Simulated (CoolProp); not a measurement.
The numbers come from the reference Helmholtz-energy equation of state, Lemmon 2003 in CoolProp. It is a pseudo-pure fit of the blend.

Task: For R507A, give the phase and the density (kg/m³), fugacity coefficient at 500 K and 69.5 bar.

Result: 
- 500 K and 69.5 bar: supercritical; density 194, fugacity coefficient 0.853
